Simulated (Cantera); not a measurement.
An adiabatic, constant-pressure homogeneous reactor starts with CH4 : C2H6 : C3H8 : O2 : N2 : CO2 = 1 : 0.087 : 0.41 : 2.29 : 25.2 : 2.3 (molar parts), equivalence ratio 1.9, at 1750 K and 6000 Torr. Integrator tolerance rtol = 1e-08.

Detailed kinetics in Cantera: GRI-Mech 3.0 (53 species, 325 reactions). GRI-Mech 3.0 was tuned for natural gas; its chemistry of propane as a main component is partial and can be far from experiment.

Problem. What does this change do: pressure from 6000 Torr to 760 Torr?

Solution. 
```tsv
quantity	before	after
time of steepest temperature rise	15.5 µs	65.9 µs
temperature at 1.00 s	2250 K	2242 K
equilibrium temperature	2250 K	2242 K
x(CH4) at 1.00 s	1.97e-11 (gas-phase equilibrium 2.17e-11)	<1e-12 (gas-phase equilibrium <1e-12)
x(C2H6) at 1.00 s	<1e-12 (gas-phase equilibrium <1e-12)	<1e-12 (gas-phase equilibrium <1e-12)
x(C3H8) at 1.00 s	<1e-12 (gas-phase equilibrium <1e-12)	<1e-12 (gas-phase equilibrium <1e-12)
x(HO2) at 1.00 s	2.11e-9 (gas-phase equilibrium 2.11e-9)	5.34e-9 (gas-phase equilibrium 5.34e-9)
x(NO) at 1.00 s	4.64e-5 (gas-phase equilibrium 4.64e-5)	0.000122 (gas-phase equilibrium 0.000122)
x(CO2) at 1.00 s	0.0473 (gas-phase equilibrium 0.0473)	0.0473 (gas-phase equilibrium 0.0473)
x(O2) at 1.00 s	2.39e-6 (gas-phase equilibrium 2.39e-6)	1.70e-5 (gas-phase equilibrium 1.70e-5)
```

Problem. What does this change do: constant volume in place of constant pressure?

Solution. 
| quantity | before | after |
|---|---|---|
| time of steepest temperature rise | 15.5 µs | 13.7 µs |
| temperature at 1.00 s | 2250 K | 2413 K |
| equilibrium temperature | 2250 K | 2413 K |
| x(CH4) at 1.00 s | 1.97e-11 (gas-phase equilibrium 2.17e-11) | 1.78e-11 (gas-phase equilibrium 1.97e-11) |
| x(C2H6) at 1.00 s | <1e-12 (gas-phase equilibrium <1e-12) | <1e-12 (gas-phase equilibrium <1e-12) |
| x(C3H8) at 1.00 s | <1e-12 (gas-phase equilibrium <1e-12) | <1e-12 (gas-phase equilibrium <1e-12) |
| x(HO2) at 1.00 s | 2.11e-9 (gas-phase equilibrium 2.11e-9) | 1.19e-8 (gas-phase equilibrium 1.19e-8) |
| x(NO) at 1.00 s | 4.64e-5 (gas-phase equilibrium 4.64e-5) | 0.000138 (gas-phase equilibrium 0.000138) |
| x(CO2) at 1.00 s | 0.0473 (gas-phase equilibrium 0.0473) | 0.0461 (gas-phase equilibrium 0.0461) |
| x(O2) at 1.00 s | 2.39e-6 (gas-phase equilibrium 2.39e-6) | 1.09e-5 (gas-phase equilibrium 1.09e-5) |
